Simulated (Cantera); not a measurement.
An adiabatic, constant-pressure homogeneous reactor starts with 19.0 % H₂, 17.0 % O₂, 64.0 % N₂, equivalence ratio 0.56, at 1325 K and 100000 Pa.

Model: the H2/O2 subset of GRI-Mech 3.0, which has no nitrogen chemistry, integrated in Cantera.

x: mole fraction; the columns are a selection and need not sum to one.

```
t (s)     T (K)     x H₂    x O₂    x H₂O₂     x OH      x O      x H
--------  -----  -------  ------  --------  -------  -------  -------
2.00e-6    1325    0.190   0.170  1.21e-10  7.15e-9  1.03e-8  5.30e-8
7.96e-6    1325    0.190   0.170   2.75e-9  3.98e-7  5.92e-7  2.65e-6
3.17e-5    1730   0.0236  0.0820   1.56e-6   0.0173   0.0305   0.0515
0.000126   2370      [?]  0.0770       [?]      [?]      [?]      [?]
0.000502   2520  0.00465  0.0781   3.98e-7   0.0169  0.00457  0.00192
0.00200    2521  0.00461  0.0781   4.01e-7   0.0169  0.00452  0.00189
0.00796    2521  0.00461  0.0781   4.01e-7   0.0169  0.00452  0.00189
0.0317     2521  0.00461  0.0781   4.01e-7   0.0169  0.00452  0.00189
0.126      2521  0.00461  0.0781   4.01e-7   0.0169  0.00452  0.00189
0.502      2521  0.00461  0.0781   4.01e-7   0.0169  0.00452  0.00189
2.00       2521  0.00461  0.0781   4.01e-7   0.0169  0.00452  0.00189
```

Q: What belongs in the gaps?

A: 
- 0.000126, x H₂: 0.0105
- 0.000126, x H₂O₂: 2.61e-7
- 0.000126, x OH: 0.0225
- 0.000126, x O: 0.0107
- 0.000126, x H: 0.00741
